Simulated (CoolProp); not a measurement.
Model: reference Helmholtz-energy equation of state, Lemmon 2022, in CoolProp.

Question: Give the vapour pressure (MPa), liquid density (kg/m³), liquid conductivity (mW/(m K)) of saturated R1234yf at 169.7, 211.6, 222.1 K.

Answer: 
| T (K) | p (MPa) | liquid density (kg/m³) | liquid conductivity (mW/(m K)) |
|---|---|---|---|
| 169.7 | 0.000677 | 1450 | 109 |
| 211.6 | 0.0192 | 1350 | 93.4 |
| 222.1 | 0.0352 | 1320 | 89.4 |

Thermal conductivity comes from a separate model (Perkins 2011).
